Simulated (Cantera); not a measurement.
Input: 1 mol Si, 1.9 mol HCl, 0.29 mol H2, equilibrated at 850 K and 101000 Pa.

Equilibrium computed with Cantera from the NASA thermochemical tables; the gas is ideal and each condensed phase is pure. Candidate condensed phases: Si; 19 gas species. The tables' values for SiCl3 are old estimates; treat these amounts as uncertain. The numbers say what is thermodynamically allowed, not how fast it happens.

Base state: H2 0.690, SiCl4 0.213, SiHCl3 0.0906, SiH2Cl2 0.00339, HCl 0.00269, SiCl3 0.000194, SiH3Cl 3.01e-5, SiCl2 1.25e-5 (mole fractions); condensed: Si(s).

What changes in the equilibrium state with this change: temperature from 850 K to 1073.15 K?


```json
[
 {"species": "H2", "before": "0.690", "after": "0.679"},
 {"species": "SiCl4", "before": "0.213", "after": "0.209"},
 {"species": "SiHCl3", "before": "0.0906", "after": "0.0818"},
 {"species": "HCl", "before": "0.00269", "after": "0.0213"},
 {"species": "SiCl2", "before": "1.25e-5", "after": "0.00130"},
 {"species": "SiCl3", "before": "0.000194", "after": "0.00412"},
 {"species": "SiH3Cl", "before": "3.01e-5", "after": "4.49e-5"},
 {"species": "Si(s), mol", "before": "0.485", "after": "0.493"}
]
```

What changes in the equilibrium state with this change: temperature from 850 K to 1123.15 K?


```
species       before    after
----------  --------  -------
H2             0.690    0.673
SiCl4          0.213    0.205
SiHCl3        0.0906   0.0791
HCl          0.00269   0.0299
SiCl2        1.25e-5  0.00281
SiCl3       0.000194  0.00681
Si(s), mol     0.485    0.496
```
